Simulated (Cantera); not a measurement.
## Equilibrium for silicon carbide growth: (CH3)2SiCl2 + C2H4 + H2 + C3H8

Feed: 1 mol (CH3)2SiCl2, 0.029 mol C2H4, 97 mol H2, 0.69 mol C3H8, held at 750 Torr.

These are equilibrium values from Cantera (NASA tables, ideal gas, pure condensed phases), not measurements of a reactor. Candidate condensed phases: C, C6H6, C7H8, C8H18, Si, SiC; 109 gas species. The feed counts by its element totals alone. The tables' values for SiCl are old estimates; treat these amounts as uncertain. Gases not in the tables: Si2H6 and higher silanes. The numbers say what is thermodynamically allowed, not how fast it happens.

```tsv
T (°C)	log p H2	log p HCl	log p H	log p C2H2 (acetylene)	log p CH4	log p Si	log p Cl	log p SiH	n C(graphite)	n SiC(s)
1452	-0.01	-1.72	-3.74	-4.04	-3.02	-7.77	-5.55	-7.62	3.01	0.998
1552	-0.01	-1.72	-3.36	-3.68	-3.17	-6.91	-5.19	-6.89	3.02	0.997
1652	-0.01	-1.72	-3.02	-3.35	-3.30	-6.15	-4.86	-6.24	2.99	0.995
1752	-0.01	-1.72	-2.72	-3.05	-3.42	-5.46	-4.56	-5.65	2.91	0.993
1852	-0.01	-1.72	-2.45	-2.79	-3.53	-4.83	-4.29	-5.13	2.76	0.988
1952	-0.01	-1.72	-2.19	-2.55	-3.63	-4.27	-4.04	-4.65	2.53	0.977
2052	-0.02	-1.73	-1.97	-2.33	-3.72	-3.75	-3.82	-4.21	2.16	0.948
2152	-0.02	-1.73	-1.76	-2.13	-3.81	-3.27	-3.62	-3.81	1.63	0.870
```
log p: log10 of the partial pressure in bar; n: condensed amount in mol.

From 1452 °C to 2152 °C the condensed part is C(graphite) + SiC(s). The main Si-bearing gas is SiCl2 at 1452 °C and Si at 2152 °C. The share of Si in condensed phases is highest at 1452 °C (99.8 %) and lowest at 2152 °C (87.0 %).
